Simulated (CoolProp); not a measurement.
Vapour-liquid equilibrium of n-hexane (1) + ethylbenzene (2) at 0.844 bar; x and y are mole fractions of (1).

Computed with CoolProp (multi-fluid Helmholtz-energy mixture model, Thol 2019 and Zhou 2012; pair parameters Bell 2016).

Question: Give the bubble temperature and the first vapour's composition at x = 0.05, 0.2, 0.35. Is there an azeotrope?

Answer: x = 0.05: 392.4 K, y = 0.284; x = 0.2: 372.1 K, y = 0.672; x = 0.35: 360.4 K, y = 0.815. No azeotrope shows between x = 0.05 and 0.95.

Pair parameters are fitted to limited data, so mixtures are less certain than the pure fluids.
